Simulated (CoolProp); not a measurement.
Properties of n-hexane at several states.

Model: reference Helmholtz-energy equation of state, Thol 2019, in CoolProp.

| T (K) | p (MPa) | phase | isothermal compressibility (1/MPa) | conductivity (mW/(m K)) | Prandtl number |
|---|---|---|---|---|---|
| 325 | 1.94 | liquid | 0.002133 | 113 | 4.99 |
| 342 | 0.347 | liquid | 0.002673 | 108 | 4.60 |
| 230.5 | 0.397 | liquid | 0.0009397 | 144 | 9.58 |
| 543 | 4.51 | supercritical | 0.5701 | 66.9 | 2.06 |
| 330.2 | 0.207 | liquid | 0.002353 | 111 | 4.83 |

Viscosity comes from a separate model (Michailidou 2013). Thermal conductivity comes from a separate model (Assael 2013).
